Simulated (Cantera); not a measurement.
A perfectly stirred reactor is fed with CH4 : H2 : H = 0.022 : 1 : 0.0036 (molar parts), at 0.0260 bar; it is held at 2150 K, and followed from long to short residence time.

Model: GRI-Mech 3.0 (53 species, 325 reactions), integrated in Cantera. GRI-Mech 3.0 stops at C3 and has no aromatics, soot or wall deposition, so with more carbon than oxygen in the feed, carbon stays in small species such as C2H2 where larger ones or solid carbon would form. Radical loss at walls, strong at low pressure, is not modelled.

Q: Predict: x(CH4) at τ = 2.50 s; x(H2) at τ = 2.50 s; x(H) at τ = 2.50 s; x(C2H2) at τ = 2.50 s; x(CH4) at τ = 22.0 ms; x(H2) at τ = 22.0 ms; x(H) at τ = 22.0 ms; x(C2H2) at τ = 22.0 ms; x(C2H6) at τ = 22.0 ms.

A: 
```json
{
 "x(CH4) at τ = 2.50 s": "0.000234",
 "x(H2) at τ = 2.50 s": "0.966",
 "x(H) at τ = 2.50 s": "0.0233",
 "x(C2H2) at τ = 2.50 s": "0.0102",
 "x(CH4) at τ = 22.0 ms": "0.00589",
 "x(H2) at τ = 22.0 ms": "0.974",
 "x(H) at τ = 22.0 ms": "0.0116",
 "x(C2H2) at τ = 22.0 ms": "0.00688",
 "x(C2H6) at τ = 22.0 ms": "2.90e-7"
}
```
